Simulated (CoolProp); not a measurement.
Carbonyl sulfide along the isotherm 220.4 K: density (kg/m³) from the reference equation and from simpler models built on Tc = 378.8 K, pc = 6.369 MPa, ω = 0.098; each cubic takes its own stable root.

Computed with CoolProp (reference Helmholtz-energy equation of state, Lemmon 2006). It is a short technical equation, of lower accuracy than the large ones.

```
p (MPa)   phase  reference  van der Waals  Redlich-Kwong  Soave-Redlich-Kwong  Peng-Robinson
-------  ------  ---------  -------------  -------------  -------------------  -------------
2.45     liquid       1183          763.4              ?                 1125           1269
4.9      liquid       1187          769.5           1127                 1130           1273
7.35     liquid       1190          775.0           1131                 1134           1277
9.8      liquid       1194          780.1              ?                    ?           1281
12.2     liquid       1197          784.8              ?                 1142           1285
14.7     liquid       1200              ?           1143                 1146           1289
17.1     liquid       1203          793.3           1147                 1149           1292
19.6     liquid       1207          797.2           1150                    ?           1295
22       liquid       1210          800.8           1154                 1156           1299
24.5     liquid       1213          804.3           1157                 1159           1302
26.9     liquid       1215          807.5           1160                 1162           1305
29.4     liquid       1218          810.7           1163                 1165           1308
31.8     liquid       1221          813.5           1166                 1168           1311
```

Task: What belongs in the gaps?

Result: 
- 2.45, Redlich-Kwong: 1123
- 9.8, Redlich-Kwong: 1135
- 9.8, Soave-Redlich-Kwong: 1138
- 12.2, Redlich-Kwong: 1139
- 14.7, van der Waals: 789.3
- 19.6, Soave-Redlich-Kwong: 1153
